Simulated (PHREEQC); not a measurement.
Alkaline etch or developer (model solution)

Make-up at 25 °C: 41 mmol/kgw NaOH, 5.5 mmol/kgw Na2SiO3 and 8.4 mmol/kgw K2CO3. Closed to the air; pH follows from the charge balance.

All values are PHREEQC results (ion-association model, phreeqc.dat), not measurements.

Each row changes one thing in this solution. This is a speciation only: nothing precipitates in the calculation.

| case | pH | ionic strength (mol/kgw) | Na+ (mol/kgw) | CO3-2 (mol/kgw) | H3SiO4- (mol/kgw) | NaCO3- (mol/kgw) | SI of Quartz (SiO2) |
|---|---|---|---|---|---|---|---|
| as made | 12.54 | 0.0741 | 0.0496 | 0.00602 | 0.00381 | 0.00236 | -1.25 |
| 0.0025 mol/kgw H2SO4 added | 12.49 | 0.0759 | 0.0494 | 0.00604 | … | 0.00234 | -1.19 |
| diluted 100-fold with water | … | 0.000747 | 0.000519 | 5.92e-5 | … | 5.07e-7 | … |
| temperature from 25 to 55 °C | 11.68 | 0.0686 | 0.0471 | … | 0.00415 | 0.00492 | -1.13 |
| NaOH from 0.041 to 0.0615 mol/kgw | 12.69 | 0.0942 | 0.0697 | 0.00554 | 0.00331 | 0.00284 | -1.47 |

**Question.** Complete the blanks.

**Answer.** 
- 0.0025 mol/kgw H2SO4 added, H3SiO4- (mol/kgw): 0.00394
- diluted 100-fold with water, pH: 10.68
- diluted 100-fold with water, H3SiO4- (mol/kgw): 4.82e-5
- diluted 100-fold with water, SI of Quartz (SiO2): -1.20
- temperature from 25 to 55 °C, CO3-2 (mol/kgw): 0.00342

Species that the database lacks are ignored. At this temperature some constants are extrapolated from 25 °C, and those without enthalpy data are left unchanged.
